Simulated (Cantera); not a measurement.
Input: 1 mol Si2Cl6, 0.026 mol HCl, 190 mol N2, held at 1277 °C and 225 Torr.

These are equilibrium values from Cantera (NASA tables, ideal gas, pure condensed phases), not measurements of a reactor. Candidate condensed phases: NH4Cl, Si, Si3N4; 28 gas species. The feed counts by its element totals alone. The tables' values for SiCl3 are old estimates; treat these amounts as uncertain. Equilibrium is a limit: real reactors are often held back by kinetics, nucleation or transport.

Base state: N2 0.989, SiCl2 0.00402, SiCl4 0.00399, SiCl3 0.00240, HCl 0.000135, Cl 2.74e-5 (mole fractions); condensed: gas only.

What changes in the equilibrium state with this change: temperature from 1277 °C to 552 °C?


| species | before | after |
|---|---|---|
| N2 | 0.989 | 0.992 |
| SiCl4 | 0.00399 | 0.00785 |
| HCl | 0.000135 | 0.000136 |
| SiCl2 | 0.00402 | <1e-9 |
| SiCl3 | 0.00240 | 5.61e-8 |
| Cl | 2.74e-5 | <1e-9 |
| Si3N4(s), mol | 0 | 0.167 |
N2 is the only nitrogen source here; it is nearly inert below about 1500 K, so the nitride shown seldom forms there in practice.

What changes in the equilibrium state with this change: Si2Cl6 replaced by SiCl4?


```
species    before     after
-------  --------  --------
N2          0.989     0.994
SiCl4     0.00399   0.00494
Cl        2.74e-5  0.000319
SiCl2     0.00402   3.67e-5
SiCl3     0.00240  0.000255
HCl      0.000135  0.000136
```
